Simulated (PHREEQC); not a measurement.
Dissolve 0.0075 mol/kgw HF, 0.00017 mol/kgw H2SiF6 and 5.6e-05 mol/kgw H3BO3 at 25 °C. Closed to the air; pH follows from the charge balance.

Equilibrium calculation in PHREEQC: ion-association model, wateq4f.dat.

Precipitation was switched off in this run.

**Question.** Order these F species by the share of F that they hold, largest first: SiF6-2, H2F2, F-, HF, BF4-.

**Answer.** HF (62 %), F- (21 %), SiF6-2 (12 %), BF4- (2.3 %), H2F2 (1.7 %)

The pH is 2.68 and the ionic strength 0.00238 mol/kgw. Complexes and solids missing from the database can't appear. SiF6-2 is the database's only silicon fluoride. Real BF4- forms and hydrolyses slowly; the run takes it at equilibrium.
